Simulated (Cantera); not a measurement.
A closed system holds: 1 mol MgO, 2.9 mol SiCl₄, 14 mol O₂, held at 1500 K and 0.00830 bar.

Cantera equilibrium calculation (NASA polynomials, part measured and part estimated; ideal gas, pure solids and liquids). Candidate condensed phases: Mg, MgCl₂, MgO, MgSiO₃, Mg₂SiO₄, Si, SiO₂; 20 gas species. Mutual solubility and eutectic melting of coexisting phases are not modelled. The tables hold silica as quartz up to 1696 K and as liquid above; real silica turns to tridymite and cristobalite and melts near 1996 K. Condensed phases not in the tables: alloys, solid solutions and most ternary compounds. The numbers say what is thermodynamically allowed, not how fast it happens.

Base state: O₂ 0.581, Cl 0.245, Cl₂ 0.146, MgCl₂ 0.0276, ClO 0.000418, O 3.39e-5 (mole fractions); condensed: MgSiO₃(s) + SiO₂(β-quartz).

What changes in the equilibrium state with this change: 0.4 mol H₂O added?


```csv
species,before,after
O₂,0.581,0.575
Cl,0.245,0.231
Cl₂,0.146,0.129
HCl,0,0.0398
MgCl₂,0.0276,0.0245
H₂O,0,2.64e-5
ClO,0.000418,0.000392
O,3.39e-5,3.38e-5
"MgSiO₃(s), mol",0.460,0.508
"SiO₂(β-quartz), mol",2.44,2.39
```
Further candidate phases: H₂O, Mg(OH)₂.
